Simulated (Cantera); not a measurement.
Input (Python, Cantera) and output of one run.

```python
import numpy as np
import cantera as ct

gas_names = """
    C CH CH2 CH3 CH2OH CH3O CH4 CH3OH CN CO CO2 COOH C2 C2H CHCO,ketyl C2H2,acetylene C2H2,vinylidene
    CH2CO,ketene C2H3,vinyl CH3CN CH3CO,acetyl C2H4 C2H4O,ethylen CH3CHO,ethanal CH3COOH (HCOOH)2 C2H5
    C2H6 CH3OCH3 C2H5OH CCN CNC C2N2 C2O C3 C3H3,propargyl C3H4,allene C3H4,propyne C3H4,cyclo-
    C3H5,allyl C3H6,propylene C3H6,cyclo- C3H6O C3H7,n-propyl C3H7,i-propyl C3H8 C3H8O,1propanol
    C3H8O,2propanol C3O2 C4 C4H2 C4H4,1,3-cyclo- C4H6,butadiene C4H6,2-butyne C4H6,cyclo- C4H8,1-butene
    C4H8,cis2-buten C4H8,tr2-butene C4H8,isobutene C4H8,cyclo- (CH3COOH)2 C4H9,n-butyl C4H9,i-butyl
    C4H9,s-butyl C4H9,t-butyl C4H10,isobutane C4H10,n-butane C4N2 C5 C5H6,1,3cyclo- C5H8,cyclo-
    C5H10,1-pentene C5H10,cyclo- C5H11,pentyl C5H11,t-pentyl C5H12,n-pentane C5H12,i-pentane
    CH3C(CH3)2CH3 C6H2 C6H5,phenyl C6H5O,phenoxy C6H6 C6H5OH,phenol C6H10,cyclo- C6H12,1-hexene
    C6H12,cyclo- C6H13,n-hexyl C7H7,benzyl C7H8 C7H8O,cresol C7H14,1-heptene C7H15,n-heptyl
    C7H16,n-heptane C8H8,styrene C8H10,ethylbenz C8H16,1-octene C8H17,n-octyl C8H18,isooctane
    C8H18,n-octane C9H19,n-nonyl C10H8,naphthale C10H21,n-decyl C12H9,o-bipheny C12H10,bipheny H HCN HCO
    HCCN HNC HNCO HNO HNO2 HNO3 HO2 H2 HCHO,formaldehy HCOOH H2O H2O2 N NCO NH NH2 NH3 NH2OH NO NO2 NO3
    N2 N2H2 N2H4 N2O O OH O2 O3
""".split()
cond_names = """
    C(gr) C6H6(L) C7H8(L) C8H18(L),n-octa H2O(s) H2O(L)
""".split()


def load(file, names, dense=False):
    # The tables refer to 1 bar. Condensed volumes are neglected.
    table = {s.name: s for s in ct.Species.list_from_file(file)}
    out = []
    for n in names:
        d = dict(table[n].input_data)
        d["thermo"] = dict(d["thermo"], **{"reference-pressure": 1e5})
        if dense:
            d["equation-of-state"] = {"model": "constant-volume", "density": "1e6 g/cm^3"}
        out.append(ct.Species.from_dict(d))
    return out


gas = ct.Solution(thermo="ideal-gas", species=load("nasa_gas.yaml", gas_names))
cond = {s.name: ct.Solution(thermo="fixed-stoichiometry", species=[s], name=s.name)
        for s in load("nasa_condensed.yaml", cond_names, dense=True)}
atoms = {
    'C2H4': {'C': 2, 'H': 4},
    'CO2': {'C': 1, 'O': 2},
    'N2': {'N': 2},
}
top_T = {'C(gr)': 4500}  # K; cautious upper limits of use, not melting points


def equilibrate(T, P, feed):
    n = {}
    for name, mol in feed.items():
        for a, k in atoms[name].items():
            n[a] = n.get(a, 0.0) + k * mol
    gas.TPX = T, P, n
    mass = sum(n.values()) * gas.mean_molecular_weight
    gas.equilibrate("TP")
    valid = [c for c in cond.values() if c.min_temp <= T <= top_T.get(c.name, c.max_temp)]
    mix = ct.Mixture([(gas, mass / gas.mean_molecular_weight)] + [(c, 0.0) for c in valid])
    mix.T, mix.P = T, P
    mix.equilibrate("TP", solver="vcs", rtol=1e-11, max_steps=5000)
    return mix


results = []
feed = {'C2H4': 1, 'CO2': 0.079, 'N2': 0.23}  # mol
T = 2448  # K
P = 37000  # Pa
mix = equilibrate(T, P, feed)
results.append((T, P, feed, dict(zip(mix.species_names, mix.species_moles))))
print(gas.report(threshold=0.0001))
for i in range(1, mix.n_phases):
    print(f"{mix.phase(i).name:16s} {mix.phase_moles(i):12.5e} mol")
```

Output:

```
       temperature   2448 K
          pressure   37000 Pa
           density   0.011876 kg/m^3
  mean mol. weight   6.5332 kg/kmol
   phase of matter   gas

                          1 kg             1 kmol
                     ---------------   ---------------
          enthalpy        1.1208e+07        7.3222e+07  J
   internal energy        8.0923e+06        5.2869e+07  J
           entropy             34025        2.2229e+05  J/K
    Gibbs function       -7.2085e+07       -4.7095e+08  J
 heat capacity c_p              5527             36109  J/K
 heat capacity c_v            4254.4             27795  J/K

                      mass frac. Y      mole frac. X     chem. pot. / RT
                     ---------------   ---------------   ---------------
                CO           0.27953            0.0652           -37.566
    C2H2,acetylene           0.02739         0.0068724           -27.796
                 H         0.0045014          0.029175           -10.684
               HCN          0.067019          0.016201           -29.443
               HNC          0.007382         0.0017845           -29.443
                H2           0.24523           0.79471           -21.367
                N2           0.36833          0.085898            -31.09
     [ +129 minor]        0.00061732        0.00015403

C(gr)             1.84349e+00 mol
```

These are equilibrium values from Cantera (NASA tables, ideal gas, pure condensed phases), not measurements of a reactor.
